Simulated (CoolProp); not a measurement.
Vapour-liquid equilibrium of R114 (1) + benzene (2) at 342.3 K; x and y are mole fractions of (1).

Model: multi-fluid Helmholtz-energy mixture model, Platzer 1990 and Thol 2012; pair parameters Bell 2016, in CoolProp. This equation is an older, rougher fit; its heat capacities, sound speeds and derivatives of the liquid may be far off and weren't checked against measurements.

Give the bubble pressure and the first vapour's composition at x = 0.15, 0.25, 0.35. Is there an azeotrope?

x = 0.15: 273.3 kPa, y = 0.756; x = 0.25: 355.8 kPa, y = 0.822; x = 0.35: 416.0 kPa, y = 0.856. No azeotrope shows between x = 0.05 and 0.95.

Pair parameters are fitted to limited data, so mixtures are less certain than the pure fluids. With so large a gap from Raoult's law the liquid may split in two, which this calculation doesn't test in full.
